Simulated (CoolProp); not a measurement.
Vapour-liquid equilibrium of n-hexane (1) + cyclohexane (2) at 467.9 K; x and y are mole fractions of (1).

The numbers come from the multi-fluid Helmholtz-energy mixture model, Thol 2019 and Zhou 2014; pair parameters Bell 2016 in CoolProp.

```tsv
x	bubble pressure (bar)	y at the bubble point	dew pressure at overall composition x (bar)	liquid density (mol/L)
0.05	12.62	0.063	12.57	6.851
0.2	13.33	0.239	13.17	6.564
0.35	13.99	0.399	13.78	6.287
0.5	14.62	0.548	14.42	6.021
0.65	15.23	0.689	15.06	5.762
0.8	15.82	0.824	15.72	5.510
0.95	16.41	0.957	16.38	5.263
```

No azeotrope shows between x = 0.05 and 0.95.

Pair parameters are fitted to limited data, so mixtures are less certain than the pure fluids.
